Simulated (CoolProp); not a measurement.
Vapour-liquid equilibrium of acetone (1) + n-hexane (2) at 344.3 K; x and y are mole fractions of (1).

Model: multi-fluid Helmholtz-energy mixture model, Lemmon 2006 and Thol 2019; pair parameters Bell 2016, in CoolProp.

```
x     bubble pressure (MPa)  y at the bubble point  dew pressure at overall composition x (MPa)  liquid density (mol/L)
----  ---------------------  ---------------------  -------------------------------------------  ----------------------
0.05                 0.1332                  0.208                                       0.1143                   7.231
0.2                  0.1735                  0.451                                       0.1321                   7.708
0.35                 0.1898                  0.541                                       0.1551                   8.278
0.5                  0.1966                  0.595                                       0.1827                   8.967
0.65                 0.1986                  0.647                                       0.1986                   9.807
0.8                  0.1950                  0.725                                       0.1879                   10.84
0.95                 0.1775                  0.892                                       0.1709                   12.10
```

y crosses x between x = 0.5 and 0.65: the model has an azeotrope there.

The pair parameters rest on a limited set of measurements; away from them the model extrapolates.
